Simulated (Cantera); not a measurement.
Cantera with NASA thermochemical tables; ideal gases at 1 bar, condensed phases pure. Values are per mole of reaction as written; species without (g) are pure solids or liquids, kept so even where they would boil at 1 bar.

2 FeCl₂(g) + C ⇌ 2 Fe + CCl₄(g)

```tsv
T (K)	ΔH° (kJ)	ΔS° (J/K)	ΔG° (kJ)	log10 K
300	186.2	-239.5	258.1	-44.94
873	200.2	-215.8	388.7	-23.26
898	201.3	-214.6	394.1	-22.92
923	202.5	-213.4	399.4	-22.60
948	…	…	…	…
973	…	…	…	…
998	…	…	…	…
```

Q: Some entries are withheld; supply them.

A: 
- 948, ΔH° (kJ): 203.7
- 948, ΔS° (J/K): -212.0
- 948, ΔG° (kJ): 404.7
- 948, log10 K: -22.30
- 973, ΔH° (kJ): 205.1
- 973, ΔS° (J/K): -210.6
- 973, ΔG° (kJ): 410.0
- 973, log10 K: -22.01
- 998, ΔH° (kJ): 206.6
- 998, ΔS° (J/K): -209.1
- 998, ΔG° (kJ): 415.3
- 998, log10 K: -21.73
